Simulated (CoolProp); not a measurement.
Carbon monoxide along the isotherm -137.95 °C: Z from the reference equation and from simpler models built on Tc = -140.3 °C, pc = 3.498 MPa, ω = 0.050; each cubic takes its own stable root.

Model: reference Helmholtz-energy equation of state, Lemmon 2006, in CoolProp. It is a short technical equation, of lower accuracy than the large ones.

```csv
p (MPa),phase,reference
0.0166,gas,0.9985
0.025,gas,0.9977
0.0378,gas,0.9966
0.057,gas,0.9948
0.0859,gas,0.9922
0.13,gas,0.9881
0.196,gas,0.9820
0.295,gas,0.9728
0.445,gas,0.9586
0.672,gas,0.9365
1.01,gas,0.9022
1.53,gas,0.8455
2.31,gas,0.7473
3.48,gas,0.5250
5.25,supercritical,0.2737
```

Problem. How far does each simpler model (van der Waals, Redlich-Kwong, Peng-Robinson) lie from the reference over these 15 states: mean and median of the absolute difference, and the worst?

Solution. 
- van der Waals: mean 2.8 %, median 0.3 %, worst +30.1 % at -137.95 °C and 5.25 MPa
- Redlich-Kwong: mean 0.8 %, median 0.1 %, worst +10.8 % at -137.95 °C and 5.25 MPa
- Peng-Robinson: mean 1.0 %, median 0.4 %, worst -5.3 % at -137.95 °C and 3.48 MPa
